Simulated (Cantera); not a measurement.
A perfectly stirred reactor is fed with 32.3 % C2H4, 67.7 % H2, at 0.0133 bar; it is held at 1225 K, and followed from long to short residence time.

Detailed kinetics in Cantera: GRI-Mech 3.0 (53 species, 325 reactions). GRI-Mech 3.0 was tuned for natural gas; its chemistry of ethylene as a main component is partial and can be far from experiment. GRI-Mech 3.0 stops at C3 and has no aromatics, soot or wall deposition, so with more carbon than oxygen in the feed, carbon stays in small species such as C2H2 where larger ones or solid carbon would form. Radical loss at walls, strong at low pressure, is not modelled.

x: mole fraction; the columns are a selection and need not sum to one.

```tsv
τ (s)	x C2H4	x H2	x CH3	x C2H6	x H
1.3	0.294	0.684	7.84e-8	…	3.58e-6
0.54	0.313	0.680	3.28e-8	…	2.51e-6
0.24	0.321	0.678	5.95e-9	…	9.46e-7
0.10	0.322	0.677	7.96e-11	…	3.73e-8
0.044	0.322	0.677	1.10e-11	…	1.15e-8
0.019	0.323	0.677	2.00e-12	…	4.67e-9
0.0082	0.323	0.677	<1e-12	…	1.99e-9
0.0036	0.323	0.677	<1e-12	5.28e-10	8.64e-10
```

**Question.** What belongs in the gaps?

**Answer.** 
- 1.3, x C2H6: 0.000169
- 0.54, x C2H6: 0.000100
- 0.24, x C2H6: 2.53e-5
- 0.10, x C2H6: 4.78e-7
- 0.044, x C2H6: 6.70e-8
- 0.019, x C2H6: 1.22e-8
- 0.0082, x C2H6: 2.41e-9
